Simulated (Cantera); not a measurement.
Silicon etching in halogen gases: Si + NF3

A closed system holds: 1 mol Si, 0.73 mol NF3, equilibrated at 1200 K and 0.133 bar.

Cantera equilibrium calculation (NASA polynomials, part measured and part estimated; ideal gas, pure solids and liquids). Candidate condensed phases: Si, Si3N4; 16 gas species. The tables' values for SiF3 are old estimates; treat these amounts as uncertain. Equilibrium is a limit: real reactors are often held back by kinetics, nucleation or transport.

x(SiF4): 0.895
x(N2): 0.104
x(SiF3): 0.00129
x(SiF2): 2.03e-6
n(Si3N4(s)): 0.151 mol
gas amount: 0.6112 mol
log10 activity of Si(s) (absent): -3.79
